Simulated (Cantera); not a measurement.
Feed: 1 mol CO2, 1.8 mol O2, held at 0.100 bar.

Cantera equilibrium calculation (NASA polynomials, part measured and part estimated; ideal gas, pure solids and liquids). Candidate condensed phases: C; 12 gas species. Kinetics and transport are ignored.

**Question.** At 2523 K, list the 4 most abundant gas species with their mole fractions, and the condensed phases.

**Answer.** O2 0.618, CO2 0.292, CO 0.0489, O 0.0403. Condensed: gas only.
